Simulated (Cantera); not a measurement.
A closed system holds: 1 mol PbS, 56 mol H2, held at 748.15 K and 78.0 Pa.

Cantera equilibrium calculation (NASA polynomials, part measured and part estimated; ideal gas, pure solids and liquids). Candidate condensed phases: Pb, PbS, S; 10 gas species. Equilibrium is a limit: real reactors are often held back by kinetics, nucleation or transport.

Base state: H2 0.999, H2S 0.000834, PbS 1.44e-5, Pb 1.13e-5 (mole fractions); condensed: Pb(l) + PbS(s).

Task: What changes in the equilibrium state with this change: temperature from 748.15 K to 2125 K?

Result: 
```
species       before    after
-----------  -------  -------
H2             0.999    0.849
H              <1e-9    0.120
Pb           1.13e-5   0.0161
S              <1e-9  0.00946
SH             <1e-9  0.00329
S2             <1e-9  0.00148
Pb(l), mol    0.0461        0
PbS(s), mol    0.952        0
```
